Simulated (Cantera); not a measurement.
Charge: 1 mol Fe, 0.56 mol SO₂, a varied amount of CO, at 1550 K and 2500000 Pa.

Equilibrium computed with Cantera from the NASA thermochemical tables; the gas is ideal and each condensed phase is pure. Candidate condensed phases: C, Fe, Fe(CO)₅, FeO, FeS, FeSO₄, FeS₂, Fe₂O₃, Fe₂(SO₄)₃, Fe₃O₄, S; 25 gas species. Metal and sulfide melt together well below either melting point, which pure phases cannot show. Mutual solubility and eutectic melting of coexisting phases are not modelled. FeS: taken at fixed stoichiometry. The numbers say what is thermodynamically allowed, not how fast it happens.

Task: At 16 mol CO, list the 3 most abundant gas species with their mole fractions, and the condensed phases.

Result: CO 0.929, CO₂ 0.0700, COS 0.000503. Condensed: Fe(γ) + FeS(l).
